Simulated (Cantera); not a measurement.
Moist CO burnout

An isothermal, constant-pressure homogeneous reactor starts with CO : O2 : H2O : N2 = 0.005 : 0.0016 : 0.0014 : 1 (molar parts), at 1000 K and 270 Torr.

Detailed kinetics in Cantera: GRI-Mech 3.0 (53 species, 325 reactions).

```
t (s)        x CO      x O2     x H2O     x N2O     x NO2       x O      x OH
--------  -------  --------  --------  --------  --------  --------  --------
0.000700  0.00496   0.00159   0.00139    <1e-12    <1e-12  2.11e-12    <1e-12
0.00153   0.00496   0.00159   0.00139    <1e-12    <1e-12  4.58e-12    <1e-12
0.00335   0.00496   0.00159   0.00139    <1e-12    <1e-12  9.87e-12    <1e-12
0.00732   0.00496   0.00159   0.00139    <1e-12    <1e-12  2.16e-11    <1e-12
0.0160    0.00496   0.00159   0.00139    <1e-12    <1e-12  5.15e-11    <1e-12
0.0350    0.00496   0.00159   0.00139    <1e-12    <1e-12  1.66e-10  3.79e-12
0.0765    0.00496   0.00159   0.00139    <1e-12    <1e-12   1.30e-9  3.38e-11
0.167     0.00496   0.00159   0.00139  3.87e-11    <1e-12   1.02e-7   2.99e-9
0.366     0.00392   0.00108   0.00132   5.70e-8  4.92e-12   5.01e-5   3.86e-6
0.800     0.00152   1.56e-6   0.00112   3.87e-9    <1e-12   2.80e-7   5.20e-7
1.75      0.00143   9.00e-9   0.00103  1.75e-10    <1e-12   4.58e-9   8.51e-8
3.83      0.00139  8.44e-10  0.000996  6.29e-11    <1e-12  5.04e-10   2.87e-8
8.37      0.00137  1.24e-10  0.000977  1.35e-10    <1e-12  7.69e-11   1.13e-8
18.3      0.00136  2.09e-11  0.000964  3.95e-10    <1e-12  1.26e-11   4.55e-9
40.0      0.00135  3.63e-12  0.000955  9.51e-10    <1e-12  1.98e-12   1.79e-9
```
x: mole fraction; the columns are a selection and need not sum to one.

Equilibrium at this temperature and pressure: CO 0.00131, O2 <1e-12, H2O 0.000917, N2O <1e-12, NO2 <1e-12, O <1e-12, OH <1e-12 (gas phase only).
